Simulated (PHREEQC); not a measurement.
A solution holds 130 mmol/kgw NaH2PO4 and 0.56 mmol/kgw Na2HPO4, at 20 °C. Closed to the air; pH follows from the charge balance.

Computed with PHREEQC (ion-association model, phreeqc.dat).

Each row changes one thing in this solution. Precipitation was switched off in this run.

```
case                                              pH  ionic strength (mol/kgw)  HPO4-2 (mol/kgw)  H3PO4 (mol/kgw)  NaHPO4- (mol/kgw)  PO4-3 (mol/kgw)
----------------------------------------------  ----  ------------------------  ----------------  ---------------  -----------------  ---------------
as made                                         4.67                     0.132          0.000806         0.000291            7.12e-5         6.93e-11
Na2HPO4 from 0.00056 to 5.6e-05 mol/kgw         4.47                     0.131          0.000510         0.000457            4.48e-5         2.77e-11
NaH2PO4 from 0.13 to 0.143 mol/kgw              4.63                     0.145          0.000848         0.000339            7.98e-5         7.16e-11
temperature from 20 to 5 °C                     4.68                     0.132          0.000750         0.000232            6.77e-5         4.67e-11
temperature from 20 to 85 °C                    4.62                     0.132           0.00110         0.000594            8.43e-5         3.15e-10
Na2HPO4 replaced by K3PO4 at the same molality  4.85                     0.133           0.00122         0.000191           0.000107         1.60e-10
diluted 2-fold with water                       4.74                    0.0660          0.000409         0.000130            2.24e-5         2.98e-11
temperature from 20 to 80 °C                    4.63                     0.132           0.00108         0.000568            8.35e-5         2.83e-10
```

Species that the database lacks are ignored. At this temperature some constants are extrapolated from 25 °C, and those without enthalpy data are left unchanged.
